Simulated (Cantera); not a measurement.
Charge: 1 mol B, 2.6 mol O₂, at 0.360 Torr.

These are equilibrium values from Cantera (NASA tables, ideal gas, pure condensed phases), not measurements of a reactor. Candidate condensed phases: B, B₂O₃; 10 gas species. Rates play no part. All values below are at 2248 K.

Base state: O₂ 0.595, BO₂ 0.165, O 0.128, B₂O₃ 0.100, BO 0.0116, B₂O₂ 1.71e-5 (mole fractions); condensed: gas only.

What changes in the equilibrium state with this change: B replaced by B₂H₆?


```json
[
 {"species": "HBO₂", "before": "0", "after": "0.275"},
 {"species": "H₂O", "before": "0", "after": "0.253"},
 {"species": "H₂", "before": "0", "after": "0.166"},
 {"species": "O₂", "before": "0.595", "after": "0.0113"},
 {"species": "H", "before": "0", "after": "0.137"},
 {"species": "OH", "before": "0", "after": "0.0312"},
 {"species": "O", "before": "0.128", "after": "0.0177"},
 {"species": "BO₂", "before": "0.165", "after": "0.0408"},
 {"species": "B₂O₃", "before": "0.100", "after": "0.0445"},
 {"species": "BO", "before": "0.0116", "after": "0.0208"},
 {"species": "HBO", "before": "0", "after": "0.00216"},
 {"species": "B₂O₂", "before": "1.71e-5", "after": "5.51e-5"}
]
```
The feed counts by its element totals alone. Further candidate phases: B₃O₃H₃, H₂O.
